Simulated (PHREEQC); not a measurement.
Dissolve 0.057 mol/kgw TMAH, 3.9e-05 mol/kgw K2SiO3 and 0.0009 mol/kgw (CH3)4NCl at 35 °C. Closed to the air; pH follows from the charge balance.

Model: ion-association model, phreeqc.dat, run in PHREEQC.

**Question.** The ionic strength comes out as 0.0580 mol/kgw. What activity coefficients do H3SiO4-, K+, OH-, H2SiO4-2, Cl- get?

**Answer.** H3SiO4- 0.80, K+ 0.80, OH- 0.80, H2SiO4-2 0.45, Cl- 0.80.

Precipitation was switched off in this run. (CH3)4N+ isn't in the database: it is added as a free cation with an ion size of 4 Å.
